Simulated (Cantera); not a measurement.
A freely propagating, adiabatic, planar premixed flame of H2 : O2 : N2 = 1 : 0.649 : 2.66 (molar parts), equivalence ratio 0.77, unburnt at 623 K and 101000 Pa; mixture-averaged transport, grid criteria slope 0.08 and curve 0.16, no radiation.

Cantera simulation using the H2/O2 subset of GRI-Mech 3.0, which has no nitrogen chemistry; the numbers are that mechanism's predictions, not measurements. Burning velocities carry a grid error of a few per cent, more on coarse grids.

x: mole fraction of selected species; z is measured from the peak of heat release.

```json
[
 {"z (mm)": "-1.39", "T (K)": "623", "u (m/s)": "5.89", "x H2": "0.232", "x O2": "0.151", "x O": "<1e-8", "x H2O": "<1e-8", "x OH": "<1e-8", "x HO2": "<1e-8"},
 {"z (mm)": "-0.925", "T (K)": "623", "u (m/s)": "5.89", "x H2": "0.232", "x O2": "0.151", "x O": "<1e-8", "x H2O": "<1e-8", "x OH": "<1e-8", "x HO2": "<1e-8"},
 {"z (mm)": "-0.694", "T (K)": "623", "u (m/s)": "5.89", "x H2": "0.232", "x O2": "0.151", "x O": "<1e-8", "x H2O": "<1e-8", "x OH": "<1e-8", "x HO2": "?"},
 {"z (mm)": "-0.463", "T (K)": "623", "u (m/s)": "5.88", "x H2": "0.232", "x O2": "0.151", "x O": "<1e-8", "x H2O": "6.24e-7", "x OH": "<1e-8", "x HO2": "?"},
 {"z (mm)": "-0.231", "T (K)": "643", "u (m/s)": "6.04", "x H2": "0.225", "x O2": "0.151", "x O": "1.16e-5", "x H2O": "0.00116", "x OH": "6.38e-5", "x HO2": "?"},
 {"z (mm)": "-0.116", "T (K)": "839", "u (m/s)": "7.69", "x H2": "0.191", "x O2": "0.146", "x O": "0.000393", "x H2O": "0.0202", "x OH": "0.000745", "x HO2": "?"},
 {"z (mm)": "0", "T (K)": "1233", "u (m/s)": "11.0", "x H2": "0.103", "x O2": "0.110", "x O": "0.00543", "x H2O": "0.0979", "x OH": "0.00368", "x HO2": "?"},
 {"z (mm)": "0.116", "T (K)": "1519", "u (m/s)": "13.3", "x H2": "0.0399", "x O2": "0.0653", "x O": "0.0121", "x H2O": "0.175", "x OH": "0.00935", "x HO2": "?"},
 {"z (mm)": "0.231", "T (K)": "1664", "u (m/s)": "14.5", "x H2": "0.0263", "x O2": "0.0523", "x O": "0.0131", "x H2O": "0.197", "x OH": "0.0123", "x HO2": "?"},
 {"z (mm)": "0.463", "T (K)": "1815", "u (m/s)": "15.7", "x H2": "0.0222", "x O2": "0.0475", "x O": "0.0112", "x H2O": "0.209", "x OH": "0.0144", "x HO2": "?"},
 {"z (mm)": "0.925", "T (K)": "1962", "u (m/s)": "16.8", "x H2": "0.0181", "x O2": "0.0443", "x O": "0.00826", "x H2O": "0.221", "x OH": "0.0151", "x HO2": "?"},
 {"z (mm)": "1.85", "T (K)": "2088", "u (m/s)": "17.7", "x H2": "0.0130", "x O2": "0.0418", "x O": "0.00536", "x H2O": "0.232", "x OH": "0.0142", "x HO2": "?"},
 {"z (mm)": "3.70", "T (K)": "2184", "u (m/s)": "18.4", "x H2": "0.00790", "x O2": "0.0401", "x O": "0.00303", "x H2O": "0.243", "x OH": "0.0119", "x HO2": "?"}
]
```

### Question
Fill in the missing entries.

### Answer

- -0.694, x HO2: 1.31e-8
- -0.463, x HO2: 1.24e-6
- -0.231, x HO2: 0.000235
- -0.116, x HO2: 0.000186
- 0, x HO2: 9.05e-5
- 0.116, x HO2: 4.60e-5
- 0.231, x HO2: 3.14e-5
- 0.463, x HO2: 2.22e-5
- 0.925, x HO2: 1.49e-5
- 1.85, x HO2: 9.34e-6
- 3.70, x HO2: 5.68e-6
